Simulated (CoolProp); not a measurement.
Vapour-liquid equilibrium of dimethyl ether (1) + n-hexane (2) at 199 kPa; x and y are mole fractions of (1).

Model: multi-fluid Helmholtz-energy mixture model, Wu 2011 and Thol 2019; pair parameters Bell 2016, in CoolProp.

| x | bubble temperature, mixture model (°C) | bubble temperature, Raoult's law (°C) | y, mixture model | y, Raoult's law |
|---|---|---|---|---|
| 0.05 | 70.0 | 71.6 | 0.477 | 0.470 |
| 0.15 | 40.8 | 46.7 | 0.822 | 0.795 |
| 0.25 | 24.8 | 31.8 | 0.915 | 0.899 |
| 0.35 | 15.4 | 21.7 | 0.950 | 0.943 |
| 0.45 | 9.2 | 14.2 | 0.967 | 0.966 |
| 0.55 | 4.8 | 8.4 | 0.977 | 0.979 |
| 0.65 | 1.4 | 3.6 | 0.983 | 0.987 |
| 0.75 | -1.4 | -0.4 | 0.988 | 0.993 |
| 0.85 | -4.1 | -3.8 | 0.993 | 0.996 |
| 0.95 | -6.7 | -6.7 | 0.998 | 0.999 |

The largest gap from Raoult's law is -7.0 K in bubble temperature, at x = 0.25. No azeotrope shows between x = 0.05 and 0.95.

Pair parameters are fitted to limited data, so mixtures are less certain than the pure fluids.
